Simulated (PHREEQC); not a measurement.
## Brine: an equilibrium model

Solution (20 °C): 1.8 mol CaCl2, 0.03 mol Na2B4O7 and 0.13 mol KBr per kg of water. Closed to the air; pH follows from the charge balance.

All values are PHREEQC results (Pitzer model, pitzer.dat), not measurements.

```
Quantity                    Value
-------------------  ------------
pH                           7.14
ionic strength       5.50 mol/kgw
activity of water           0.872
density               1.162 g/cm³
osmotic coefficient         1.318
total alkalinity      60.0 meq/kg
```

| species | molality | activity | log γ |
|---|---|---|---|
| Cl- | 3.60 | 2.14 | -0.226 |
| Ca+2 | 1.75 | 2.06 | 0.070 |
| Br- | 0.130 | 0.0965 | -0.129 |
| K+ | 0.130 | 0.0965 | -0.129 |
| Na+ | 0.0600 | 0.0883 | 0.168 |
| B(OH)3 | 0.0530 | 0.0972 | 0.263 |
| CaB(OH)4+ | 0.0459 | 0.0618 | 0.130 |
| B(OH)4- | 0.00908 | 0.000672 | -1.131 |
| B3O3(OH)4- | 0.00192 | 0.000493 | -0.589 |
| B4O5(OH)4-2 | 0.00157 | 1.88e-6 | -2.923 |
| OH- | 2.36e-6 | 8.20e-8 | -1.459 |

No solid was allowed to form. Species that the database lacks are ignored. In brines, pH and single-ion activities rest on the MacInnes convention.
